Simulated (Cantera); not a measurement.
Gas mixture: H2O : O2 = 0.82 : 0.97 (molar parts), at 760 Torr, frozen composition.

Cantera's kinetic-theory transport with the Lennard-Jones parameters of GRI-Mech 3.0, ideal gas; thermal conductivity in the mixture-averaged form. Polar gases are described roughly by these parameters.

One state of this run: ρ (kg/m³) = 0.567; cp (J/kg/K) = 1309; μ (µPa s) = 26.7; λ (mW/m/K) = 48.8; Pr = 0.717; D (cm²/s) CH4 = 0.688; D (cm²/s) OH = 1.01; D (cm²/s) C2H2 = 0.520. D: mixture-averaged diffusion coefficient of that species in the mixture.

### Question
Which value of T (K) does it belong to?
A. 1000
B. 550
C. 850
D. 700

### Answer
B, 550
